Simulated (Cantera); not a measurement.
Feed: 1 mol SiH4, 0.086 mol C2H4, 130 mol H2, at 133 Pa.

These are equilibrium values from Cantera (NASA tables, ideal gas, pure condensed phases), not measurements of a reactor. Candidate condensed phases: C, C6H6, C7H8, C8H18, Si, SiC; 87 gas species. The numbers say what is thermodynamically allowed, not how fast it happens. All values below are at 2573 K.

Base state: H 0.595, H2 0.400, Si 0.00517, C2H2 (acetylene) 0.000279, SiC2 7.87e-5, C 7.24e-5, C2H 3.47e-5, SiH 2.83e-5 (mole fractions); condensed: gas only.

### Question
What changes in the equilibrium state with this change: 0.38 mol CO2 added?

### Answer
```
species             before    after
----------------  --------  -------
H                    0.595    0.594
H2                   0.400    0.398
Si                 0.00517  0.00414
CO                       0  0.00290
SiO                      0  0.00109
C2H2 (acetylene)  0.000279    <1e-9
SiC2               7.87e-5    <1e-9
C2H                3.47e-5    <1e-9
```
Further candidate phases: H2O, SiO2.
